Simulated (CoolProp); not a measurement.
A single-stage vapour-compression cycle with isobutene: evaporating at 306.15 K (dew point), condensing at 330.15 K (bubble point), superheat 8 K, subcooling 0 K, compressor efficiency 0.9, no pressure losses. Each further row changes one setting.

The numbers come from the reference Helmholtz-energy equation of state, Lemmon 2005 in CoolProp. It is a short technical equation, of lower accuracy than the large ones.

```
case                              cooling COP  pressure ratio  discharge temperature (K)  refrigerating effect (kJ/kg)  volumetric capacity (kJ/m³)
--------------------------------  -----------  --------------  -------------------------  ----------------------------  ---------------------------
as stated                                   ?            1.88                      337.4                           304                         2780
evaporating temperature 311.15 K            ?            1.64                      337.5                           311                            ?
condensing temperature 325.15 K             ?            1.66                          ?                           317                         2900
subcooling 5 K                           10.6            1.88                      337.4                           317                         2900
superheat 18 K                              ?            1.88                      347.2                           322                         2830
compressor efficiency 0.8                9.07            1.88                      339.3                           304                         2780
```

Question: Complete the blanks.

Answer: 
- as stated, cooling COP: 10.2
- evaporating temperature 311.15 K, cooling COP: 13.4
- evaporating temperature 311.15 K, volumetric capacity (kJ/m³): 3260
- condensing temperature 325.15 K, cooling COP: 13.2
- condensing temperature 325.15 K, discharge temperature (K): 332.7
- superheat 18 K, cooling COP: 10.3
